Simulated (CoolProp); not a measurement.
Vapour-liquid equilibrium of 1-butene (1) + n-butane (2) at -74.25 °C; x and y are mole fractions of (1).

The numbers come from the multi-fluid Helmholtz-energy mixture model, Lemmon 2005 and Bücker 2006; pair parameters Bell 2016 in CoolProp.

Problem. Give the bubble pressure and the first vapour's composition at x = 0.05, 0.2, 0.5. Is there an azeotrope?

Solution. x = 0.05: 0.01814 bar, y = 0.068; x = 0.2: 0.01923 bar, y = 0.261; x = 0.5: 0.02138 bar, y = 0.582. No azeotrope shows between x = 0.05 and 0.95.

Pair parameters are fitted to limited data, so mixtures are less certain than the pure fluids.
